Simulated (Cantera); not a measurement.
Feed: 1 mol K2CO3, 0.03 mol O2, held at 1673 K and 18.0 Pa.

Equilibrium computed with Cantera from the NASA thermochemical tables; the gas is ideal and each condensed phase is pure. Candidate condensed phases: C, K, KO2, K2CO3, K2O, K2O2; 15 gas species. The numbers say what is thermodynamically allowed, not how fast it happens.

Question: What is the equilibrium state?

Answer: x(K): 0.565
x(CO2): 0.280
x(O2): 0.150
x(CO): 0.00269
x(O): 0.000966
x(KO): 0.000566
gas amount: 3.535 mol
log10 activity of K(l) (absent): -5.44
log10 activity of C(graphite) (absent): -12.10
